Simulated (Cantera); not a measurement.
Cantera run, input and output.

```python
import numpy as np
import cantera as ct

gas = ct.Solution("gri30.yaml")
gas.TPX = 1425, 500000, {'CH4': 1, 'O2': 0.952, 'N2': 3.58}
reactor = ct.IdealGasConstPressureReactor(gas, energy="on", clone=False)
net = ct.ReactorNet([reactor])
net.rtol, net.atol = 1e-08, 1e-16
show = ['CH4', 'O2', 'C2H6', 'OH', 'H', 'HCO', 'C2H2']
times = np.geomspace(2e-06, 0.3, 13)

steps = ct.SolutionArray(gas, extra=["t"])
rows = []
print(f"{'t/s':>10s}{'T/K':>9s}{'P/Pa':>11s}" + "".join(f"{s:>11s}" for s in show))
for t in times:
    while net.time < t:
        t_next = net.step()
        steps.append(gas.state, t=t_next)
    rows.append([np.interp(t, steps.t, y) for y in (steps.T, steps.P, *steps(*show).X.T)])
    print(f"{t:10.3e}{rows[-1][0]:9.1f}{rows[-1][1]:11.4g}" + "".join(f"{x:11.3e}" for x in rows[-1][2:]))
rate = np.gradient(steps.T, steps.t)
print("integrator steps:", len(steps.t))
if steps.T.max() > steps.T[0] + 200:
    print(f"time of steepest temperature rise: {steps.t[rate.argmax()]:.4e} s")
gas.TPX = 1425, 500000, {'CH4': 1, 'O2': 0.952, 'N2': 3.58}
gas.equilibrate("HP")
print(f"equilibrium (HP): T = {gas.T:.1f} K  " + "  ".join(f"{s} {gas[s].X[0]:.3e}" for s in show))
```

It prints:

```
       t/s      T/K       P/Pa        CH4         O2       C2H6         OH          H        HCO       C2H2
 2.000e-06   1425.0      5e+05  1.808e-01  1.721e-01  7.215e-11  1.479e-09  2.576e-09  7.100e-14  6.472e-18
 5.400e-06   1425.0      5e+05  1.808e-01  1.721e-01  1.674e-09  4.163e-09  3.252e-09  6.171e-13  5.566e-16
 1.458e-05   1425.0      5e+05  1.808e-01  1.721e-01  5.078e-08  1.373e-08  5.999e-09  6.951e-12  5.232e-14
 3.936e-05   1425.0      5e+05  1.807e-01  1.721e-01  2.042e-06  4.167e-08  1.804e-08  1.184e-10  7.289e-12
 1.063e-04   1425.5      5e+05  1.805e-01  1.720e-01  4.109e-05  8.264e-08  4.193e-08  1.425e-09  7.637e-10
 2.869e-04   1428.6      5e+05  1.796e-01  1.714e-01  2.595e-04  1.592e-07  9.641e-08  8.632e-09  2.648e-08
 7.746e-04   1462.1      5e+05  1.711e-01  1.658e-01  1.758e-03  1.058e-06  8.864e-07  1.352e-07  2.380e-06
 2.091e-03   2421.0      5e+05  1.767e-09  1.468e-06  2.112e-17  4.253e-04  3.361e-03  3.667e-07  9.226e-10
 5.646e-03   2421.9      5e+05  7.448e-10  1.485e-06  9.502e-20  4.279e-04  3.374e-03  3.676e-07  1.122e-12
 1.524e-02   2422.2      5e+05  7.285e-10  1.490e-06  9.139e-20  4.287e-04  3.378e-03  3.679e-07  1.095e-12
 4.116e-02   2422.2      5e+05  7.272e-10  1.491e-06  9.108e-20  4.288e-04  3.378e-03  3.679e-07  1.093e-12
 1.111e-01   2422.2      5e+05  7.272e-10  1.491e-06  9.108e-20  4.288e-04  3.378e-03  3.679e-07  1.093e-12
 3.000e-01   2422.2      5e+05  7.272e-10  1.491e-06  9.108e-20  4.288e-04  3.378e-03  3.679e-07  1.093e-12
integrator steps: 2117
time of steepest temperature rise: 1.0678e-03 s
equilibrium (HP): T = 2422.2 K  CH4 8.214e-10  O2 1.491e-06  C2H6 1.125e-19  OH 4.288e-04  H 3.378e-03  HCO 3.679e-07  C2H2 1.225e-12
```

Model: GRI-Mech 3.0 (53 species, 325 reactions), integrated in Cantera.
